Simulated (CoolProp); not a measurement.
Vapour-liquid equilibrium of benzene (1) + toluene (2) at 501.5 K; x and y are mole fractions of (1).

Model: multi-fluid Helmholtz-energy mixture model, Thol 2012 and Lemmon 2006; pair parameters Bell 2016, in CoolProp.

```csv
x,"bubble pressure, mixture model (bar)","bubble pressure, Raoult's law (bar)","y, mixture model","y, Raoult's law"
0.05,12.50,12.55,0.075,0.088
0.125,13.18,13.31,0.180,0.208
0.2,13.88,14.06,0.277,0.315
0.275,14.59,14.82,0.367,0.411
0.35,15.31,15.57,0.451,0.497
0.425,16.04,16.33,0.529,0.576
0.5,16.79,17.09,0.603,0.647
0.575,17.55,17.84,0.672,0.713
0.65,18.32,18.60,0.737,0.773
0.725,19.11,19.35,0.799,0.829
0.8,19.91,20.11,0.857,0.880
0.875,20.73,20.86,0.913,0.928
0.95,21.56,21.62,0.966,0.972
```

The largest gap from Raoult's law is -1.8 % in bubble pressure, at x = 0.425. No azeotrope shows between x = 0.05 and 0.95.

Pair parameters are fitted to limited data, so mixtures are less certain than the pure fluids.
